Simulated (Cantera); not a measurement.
**ZrN + N2 (sublimation and decomposition of ceramics)**

Feed: 1 mol ZrN, 0.038 mol N2, at 1875 K and 90.0 Torr.

Cantera equilibrium calculation (NASA polynomials, part measured and part estimated; ideal gas, pure solids and liquids). Candidate condensed phases: Zr, ZrN; 4 gas species. ZrN: taken at fixed stoichiometry. Rates play no part.

```json
{
 "x(N2)": "1.00",
 "n(ZrN(s))": "1.00 mol",
 "gas_amount": "0.03800 mol",
 "log10 activity of Zr(β) (absent)": "-4.92"
}
```
